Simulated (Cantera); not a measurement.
A perfectly stirred reactor is fed with CH4 : CO2 = 1 : 2 (molar parts), at 63000 Pa; it is held at 1850 K, and followed from long to short residence time.

Detailed kinetics in Cantera: GRI-Mech 3.0 (53 species, 325 reactions).

Problem. Predict: x(CH4) at τ = 0.920 s; x(CO2) at τ = 0.920 s; x(O) at τ = 0.920 s; x(H2O) at τ = 0.920 s; x(CH2CO) at τ = 0.920 s; x(CH4) at τ = 18.0 ms; x(CO2) at τ = 18.0 ms; x(O) at τ = 18.0 ms; x(H2O) at τ = 18.0 ms; x(CH2CO) at τ = 18.0 ms.

Solution. 
- x(CH4) at τ = 0.920 s: 0.00621
- x(CO2) at τ = 0.920 s: 0.0795
- x(O) at τ = 0.920 s: 1.16e-8
- x(H2O) at τ = 0.920 s: 0.147
- x(CH2CO) at τ = 0.920 s: 8.61e-6
- x(CH4) at τ = 18.0 ms: 0.0409
- x(CO2) at τ = 18.0 ms: 0.239
- x(O) at τ = 18.0 ms: 6.48e-9
- x(H2O) at τ = 18.0 ms: 0.200
- x(CH2CO) at τ = 18.0 ms: 0.000120
